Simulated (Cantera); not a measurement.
**Equilibrium for thermal oxidation and active oxidation of silicon: Si + N₂O + H₂**

A closed system holds: 1 mol Si, a varied amount of N₂O, 360 mol H₂, equilibrated at 1252 °C and 133 Pa.

These are equilibrium values from Cantera (NASA tables, ideal gas, pure condensed phases), not measurements of a reactor. Candidate condensed phases: H₂O, Si, SiO₂, Si₂N₂O, Si₃N₄; 35 gas species. The numbers say what is thermodynamically allowed, not how fast it happens.

| n(N₂O) (mol) | log p H₂ | log p N₂ | log p SiO | log p H₂O | log p H | log p Si | log p SiH₂ | log p SiH | n Si(s) |
|---|---|---|---|---|---|---|---|---|---|
| 0.015 | -2.88 | -7.26 | -7.26 | -12.41 | -6.06 | -7.72 | -8.56 | -8.70 | 0.979 |
| 0.033 | -2.88 | -6.91 | -6.91 | -12.06 | -6.06 | -7.72 | -8.56 | -8.70 | 0.961 |
| 0.068 | -2.88 | -6.60 | -6.60 | -11.75 | -6.06 | -7.72 | -8.56 | -8.70 | 0.926 |
| 0.14 | -2.88 | -6.29 | -6.29 | -11.44 | -6.06 | -7.72 | -8.56 | -8.70 | 0.854 |
| 0.3 | -2.88 | -5.96 | -5.96 | -11.11 | -6.06 | -7.72 | -8.56 | -8.70 | 0.694 |
| 0.64 | -2.88 | -5.63 | -5.63 | -10.78 | -6.06 | -7.72 | -8.56 | -8.70 | 0.354 |
| 1.3 | -2.88 | -5.32 | -5.43 | -5.96 | -6.07 | -12.35 | -13.20 | -13.33 | 0 |
log p: log10 of the partial pressure in bar; n: condensed amount in mol.

From 0.015 mol N₂O to 0.64 mol N₂O the condensed part is Si(s). At 1.3 mol N₂O nothing is condensed. The main Si-bearing gas is SiO throughout. The share of Si in condensed phases is highest at 0.015 mol N₂O (97.9 %) and lowest at 1.3 mol N₂O (0.0 %).
